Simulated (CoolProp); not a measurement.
Properties of 1-butene along the isobar 101 kPa (Tc = 419.3 K, pc = 4006 kPa, ω = 0.192).

Values from CoolProp's reference Helmholtz-energy equation of state, Lemmon 2005. It is a short technical equation, of lower accuracy than the large ones.

```json
[
 {"T (K)": "153", "phase": "liquid", "density (kg/m³)": "747.5", "cp (kJ/(kg K))": "1.897", "cv (kJ/(kg K))": "1.283", "fugacity coefficient": "0.0001957"},
 {"T (K)": "171.3", "phase": "liquid", "density (kg/m³)": "728.3", "cp (kJ/(kg K))": "1.915", "cv (kJ/(kg K))": "1.295", "fugacity coefficient": "0.001905"},
 {"T (K)": "189.5", "phase": "liquid", "density (kg/m³)": "709.3", "cp (kJ/(kg K))": "1.943", "cv (kJ/(kg K))": "(withheld)", "fugacity coefficient": "0.01116"},
 {"T (K)": "207.7", "phase": "liquid", "density (kg/m³)": "690.2", "cp (kJ/(kg K))": "1.981", "cv (kJ/(kg K))": "1.348", "fugacity coefficient": "0.04571"},
 {"T (K)": "225.9", "phase": "liquid", "density (kg/m³)": "(withheld)", "cp (kJ/(kg K))": "2.028", "cv (kJ/(kg K))": "1.384", "fugacity coefficient": "0.1436"},
 {"T (K)": "244.1", "phase": "liquid", "density (kg/m³)": "651.2", "cp (kJ/(kg K))": "(withheld)", "cv (kJ/(kg K))": "1.426", "fugacity coefficient": "0.3686"},
 {"T (K)": "262.3", "phase": "liquid", "density (kg/m³)": "630.8", "cp (kJ/(kg K))": "2.149", "cv (kJ/(kg K))": "1.472", "fugacity coefficient": "0.8079"},
 {"T (K)": "280.6", "phase": "gas", "density (kg/m³)": "(withheld)", "cp (kJ/(kg K))": "(withheld)", "cv (kJ/(kg K))": "1.332", "fugacity coefficient": "0.9665"},
 {"T (K)": "298.8", "phase": "gas", "density (kg/m³)": "2.346", "cp (kJ/(kg K))": "1.562", "cv (kJ/(kg K))": "1.392", "fugacity coefficient": "(withheld)"},
 {"T (K)": "317", "phase": "gas", "density (kg/m³)": "2.199", "cp (kJ/(kg K))": "1.622", "cv (kJ/(kg K))": "1.457", "fugacity coefficient": "0.9781"},
 {"T (K)": "335.2", "phase": "gas", "density (kg/m³)": "2.071", "cp (kJ/(kg K))": "1.686", "cv (kJ/(kg K))": "1.525", "fugacity coefficient": "0.9819"},
 {"T (K)": "353.4", "phase": "gas", "density (kg/m³)": "1.959", "cp (kJ/(kg K))": "1.753", "cv (kJ/(kg K))": "1.594", "fugacity coefficient": "0.9848"}
]
```

Question: Complete the blanks.

Answer: 
- 189.5, cv (kJ/(kg K)): 1.317
- 225.9, density (kg/m³): 670.9
- 244.1, cp (kJ/(kg K)): 2.084
- 280.6, density (kg/m³): 2.516
- 280.6, cp (kJ/(kg K)): 1.509
- 298.8, fugacity coefficient: 0.9732
